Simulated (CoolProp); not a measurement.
Vapour-liquid equilibrium of acetone (1) + dimethyl carbonate (2) at 283.5 K; x and y are mole fractions of (1).

Computed with CoolProp (multi-fluid Helmholtz-energy mixture model, Lemmon 2006 and Zhou 2011; pair parameters Bell 2016).

| x | bubble pressure (MPa) | y at the bubble point | dew pressure at overall composition x (MPa) | liquid density (mol/L) |
|---|---|---|---|---|
| 0.05 | 0.004043 | 0.231 | 0.003410 | 12.09 |
| 0.125 | ? | 0.436 | 0.003647 | 12.21 |
| 0.2 | 0.006079 | 0.563 | ? | 12.33 |
| 0.275 | 0.007000 | 0.652 | 0.004234 | ? |
| 0.35 | 0.007888 | 0.720 | 0.004602 | 12.58 |
| 0.425 | 0.008762 | 0.774 | ? | 12.71 |
| 0.5 | 0.009634 | 0.820 | 0.005557 | ? |
| 0.575 | 0.01051 | 0.858 | 0.006191 | 12.98 |
| 0.65 | ? | 0.891 | 0.006974 | 13.12 |
| 0.725 | 0.01231 | 0.921 | 0.007961 | 13.26 |
| 0.8 | ? | 0.946 | 0.009239 | 13.40 |
| 0.875 | 0.01416 | 0.969 | 0.01095 | 13.54 |
| 0.95 | ? | 0.988 | 0.01338 | 13.69 |

### Question
Fill in the missing entries.

### Answer

- 0.125, bubble pressure (MPa): 0.005104
- 0.2, dew pressure at overall composition x (MPa): 0.003919
- 0.275, liquid density (mol/L): 12.46
- 0.425, dew pressure at overall composition x (MPa): 0.005037
- 0.5, liquid density (mol/L): 12.84
- 0.65, bubble pressure (MPa): 0.01140
- 0.8, bubble pressure (MPa): 0.01323
- 0.95, bubble pressure (MPa): 0.01510

No azeotrope shows between x = 0.05 and 0.95.

Pair parameters are fitted to limited data, so mixtures are less certain than the pure fluids.
